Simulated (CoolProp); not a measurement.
R1336mzz(Z) along the isobar 7.25 MPa: Z from the reference equation and from simpler models built on Tc = 444.5 K, pc = 2.904 MPa, ω = 0.386; each cubic takes its own stable root.

The numbers come from the reference Helmholtz-energy equation of state, McLinden 2020 in CoolProp.

```
T (K)          phase  reference
-----  -------------  ---------
439.5         liquid     0.3375
445.6  supercritical     0.3423
451.6  supercritical     0.3479
457.7  supercritical     0.3548
463.7  supercritical     0.3629
469.8  supercritical     0.3727
475.8  supercritical     0.3841
481.9  supercritical     0.3978
487.9  supercritical     0.4135
494    supercritical     0.4318
500    supercritical     0.4519
```

How far does each simpler model (van der Waals, Redlich-Kwong, Soave-Redlich-Kwong, Peng-Robinson) lie from the reference over these 11 states: mean and median of the absolute difference, and the worst?


- van der Waals: mean 36.4 %, median 38.0 %, worst +51.2 % at 439.5 K and 7.25 MPa
- Redlich-Kwong: mean 15.6 %, median 16.8 %, worst +20.7 % at 439.5 K and 7.25 MPa
- Soave-Redlich-Kwong: mean 21.2 %, median 21.3 %, worst +22.1 % at 475.8 K and 7.25 MPa
- Peng-Robinson: mean 10.5 %, median 11.0 %, worst +12.1 % at 487.9 K and 7.25 MPa
